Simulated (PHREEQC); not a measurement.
1 kg of water holding 0.17 mol MgSO4, 0.42 mol Na2SO4 and 0.011 mol NaCl is evaporated at 75 °C; the solids stay in contact with the brine. No CO2 enters from the air. Only these solids could form: Bischofite, Bloedite, Brucite, Epsomite, Halite, Hexahydrite, Kieserite, Mirabilite, Thenardite, MgCl2_4H2O.

Model: Pitzer model, pitzer.dat, run in PHREEQC.

| water left (kg) | ionic strength | water activity | Thenardite (mol) | Cl in solution (mol/kgw) | Mg in solution (mol/kgw) | S in solution (mol/kgw) |
|---|---|---|---|---|---|---|
| 1 | 1.95 | 0.981 | 0 | 0.0110 | 0.170 | 0.590 |
| 0.8219 | 2.37 | 0.977 | 0 | 0.0134 | 0.207 | 0.718 |
| 0.6755 | 2.89 | 0.973 | 0 | 0.0163 | 0.252 | 0.873 |
| 0.5552 | 3.51 | 0.967 | 0 | 0.0198 | 0.306 | 1.06 |
| 0.4563 | 4.28 | 0.960 | 0 | 0.0241 | 0.373 | 1.29 |
| 0.375 | 5.20 | 0.951 | 0 | 0.0293 | 0.453 | 1.57 |
| 0.3082 | 6.33 | 0.940 | 0 | 0.0357 | 0.552 | 1.91 |
| 0.2533 | 7.70 | 0.926 | 0 | 0.0434 | 0.671 | 2.33 |
| 0.2082 | 9.37 | 0.908 | 0 | 0.0528 | 0.816 | 2.83 |
| 0.1711 | (withheld) | 0.887 | 0 | 0.0643 | 0.993 | 3.45 |
| 0.1407 | 12.7 | 0.874 | 0.0531 | 0.0782 | 1.21 | 3.82 |
| 0.1156 | 13.5 | 0.868 | 0.130 | 0.0951 | 1.47 | 3.98 |
| 0.09502 | 14.4 | (withheld) | 0.193 | 0.116 | 1.79 | 4.18 |
| 0.07809 | 15.6 | 0.847 | (withheld) | 0.141 | 2.18 | (withheld) |
| 0.06418 | 16.9 | 0.831 | 0.288 | 0.171 | 2.65 | 4.71 |

Task: Complete the blanks.

Result: 
- 0.1711, ionic strength: 11.4
- 0.09502, water activity: 0.859
- 0.07809, Thenardite (mol): 0.245
- 0.07809, S in solution (mol/kgw): 4.42

At this temperature some constants are extrapolated from 25 °C, and those without enthalpy data are left unchanged.
